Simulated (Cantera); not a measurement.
Mixture: CH4 : CO : O2 : N2 = 1 : 1.4 : 6.28 : 23.6 (molar parts), at 0.365 atm, adiabatic and at constant volume. Ignition delay is the time to a rise of 400 K.

Computed with Cantera and GRI-Mech 3.0 (53 species, 325 reactions).

Question: Predict: delay at 1175 K; delay at 1250 K; delay at 1325 K; delay at 1400 K; delay at 1475 K; delay at 1550 K; delay at 1625 K; apparent activation energy between 1475 and 1625 K.

Answer: 
* **delay at 1175 K**: 67.9 ms
* **delay at 1250 K**: 22.1 ms
* **delay at 1325 K**: 8.49 ms
* **delay at 1400 K**: 3.86 ms
* **delay at 1475 K**: 2.01 ms
* **delay at 1550 K**: 1.15 ms
* **delay at 1625 K**: 0.700 ms
* **apparent activation energy between 1475 and 1625 K**: 140 kJ/mol
